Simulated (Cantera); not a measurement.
Input: 1 mol SiC, 0.017 mol H2O, 11 mol N2, held at 1325 °C and 0.825 Torr.

Cantera equilibrium calculation (NASA polynomials, part measured and part estimated; ideal gas, pure solids and liquids). Candidate condensed phases: C, C6H6, C7H8, C8H18, H2O, Si, SiC, SiO2, Si2N2O, Si3N4; 151 gas species. Rates play no part.

Base state: N2 0.997, H2 0.00151, CO 0.000777, SiO 0.000764, H 6.24e-5, Si 1.65e-5 (mole fractions); condensed: SiC(s).

Question: What changes in the equilibrium state with this change: H2O from 0.017 to 0.0056 mol?

Answer: 
```json
[
 {"species": "N2", "before": "0.997", "after": "0.999"},
 {"species": "H2", "before": "0.00151", "after": "0.000489"},
 {"species": "CO", "before": "0.000777", "after": "0.000262"},
 {"species": "SiO", "before": "0.000764", "after": "0.000247"},
 {"species": "H", "before": "6.24e-5", "after": "3.56e-5"},
 {"species": "Si", "before": "1.65e-5", "after": "1.61e-5"},
 {"species": "SiC(s), mol", "before": "0.991", "after": "0.997"}
]
```

Question: What changes in the equilibrium state with this change: temperature from 1325 °C to 2000 °C?

Answer: 
```tsv
species	before	after
N2	0.997	0.916
Si	1.65e-5	0.0668
SiC2	<1e-9	0.00839
CN	1.27e-9	0.000373
Si2C	5.16e-8	0.00376
C2N2	<1e-9	1.59e-5
SiC(s), mol	0.991	0
C(graphite), mol	0	0.727
```
The tables' values for SiN are old estimates; treat these amounts as uncertain.
